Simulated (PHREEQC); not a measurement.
LiOH is added in steps, without added water, to 1 kg of water holding 0.05 mol AgNO3 and 0.089 mol Zn(NO3)2, at 36 °C. Oxygen alone is held at its pressure in air (log pO2 = -0.68). No CO2 enters from the air. No solid was allowed to form.

Base run: PHREEQC, ion-association model, wateq4f.dat. Each further column changes one thing. The table gives Zn(OH)3- (mol/kgw).

```json
[
 {"LiOH added (mol)": "0", "base": "0", "metal-ligand complexes left out": "0", "Davies equation for every ion": "0", "Debye-Hückel limiting law": "0", "all activity coefficients set to 1": "0"},
 {"LiOH added (mol)": "0.01969", "base": "3.17e-6", "metal-ligand complexes left out": "3.18e-6", "Davies equation for every ion": "3.19e-6", "Debye-Hückel limiting law": "1.09e-5", "all activity coefficients set to 1": "8.20e-7"},
 {"LiOH added (mol)": "0.03938", "base": "1.39e-5", "metal-ligand complexes left out": "1.39e-5", "Davies equation for every ion": "1.41e-5", "Debye-Hückel limiting law": "4.12e-5", "all activity coefficients set to 1": "4.09e-6"},
 {"LiOH added (mol)": "0.05906", "base": "3.32e-5", "metal-ligand complexes left out": "3.33e-5", "Davies equation for every ion": "3.37e-5", "Debye-Hückel limiting law": "9.00e-5", "all activity coefficients set to 1": "1.05e-5"},
 {"LiOH added (mol)": "0.07875", "base": "6.37e-5", "metal-ligand complexes left out": "6.39e-5", "Davies equation for every ion": "6.47e-5", "Debye-Hückel limiting law": "0.000161", "all activity coefficients set to 1": "2.13e-5"},
 {"LiOH added (mol)": "0.09844", "base": "0.000110", "metal-ligand complexes left out": "0.000111", "Davies equation for every ion": "0.000112", "Debye-Hückel limiting law": "0.000262", "all activity coefficients set to 1": "3.88e-5"},
 {"LiOH added (mol)": "0.1116", "base": "0.000156", "metal-ligand complexes left out": "0.000156", "Davies equation for every ion": "0.000158", "Debye-Hückel limiting law": "0.000355", "all activity coefficients set to 1": "5.65e-5"},
 {"LiOH added (mol)": "0.1313", "base": "0.000262", "metal-ligand complexes left out": "0.000263", "Davies equation for every ion": "0.000267", "Debye-Hückel limiting law": "0.000563", "all activity coefficients set to 1": "1.00e-4"},
 {"LiOH added (mol)": "0.1509", "base": "0.000485", "metal-ligand complexes left out": "0.000487", "Davies equation for every ion": "0.000493", "Debye-Hückel limiting law": "0.000967", "all activity coefficients set to 1": "0.000197"},
 {"LiOH added (mol)": "0.1706", "base": "0.00137", "metal-ligand complexes left out": "0.00137", "Davies equation for every ion": "0.00138", "Debye-Hückel limiting law": "0.00229", "all activity coefficients set to 1": "0.000653"},
 {"LiOH added (mol)": "0.1903", "base": "0.0107", "metal-ligand complexes left out": "0.0107", "Davies equation for every ion": "0.0108", "Debye-Hückel limiting law": "0.0112", "all activity coefficients set to 1": "0.00986"},
 {"LiOH added (mol)": "0.21", "base": "0.0246", "metal-ligand complexes left out": "0.0245", "Davies equation for every ion": "0.0247", "Debye-Hückel limiting law": "0.0244", "all activity coefficients set to 1": "0.0232"}
]
```

In at least one series the solution becomes supersaturated in solids that the run did not let form, among them Zn(OH)2-a, Ag2O. Constants without temperature data keep their 25 °C values here.
